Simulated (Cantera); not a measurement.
A closed system holds: 1 mol Fe2O3, 0.12 mol O2, 27 mol N2, at 1327 °C and 1.00 bar.

Cantera equilibrium calculation (NASA polynomials, part measured and part estimated; ideal gas, pure solids and liquids). Candidate condensed phases: Fe, FeO, Fe2O3, Fe3O4; 11 gas species. Equilibrium is a limit: real reactors are often held back by kinetics, nucleation or transport.

Base state: N2 0.989, O2 0.0103, NO 0.000479 (mole fractions); condensed: Fe3O4(s).

**Question.** What changes in the equilibrium state with this change: temperature from 1327 °C to 775 °C?

**Answer.** 
| species | before | after |
|---|---|---|
| N2 | 0.989 | 0.996 |
| O2 | 0.0103 | 0.00442 |
| NO | 0.000479 | 8.45e-6 |
| Fe3O4(s), mol | 0.667 | 0 |
| Fe2O3(s), mol | 0 | 1.00 |
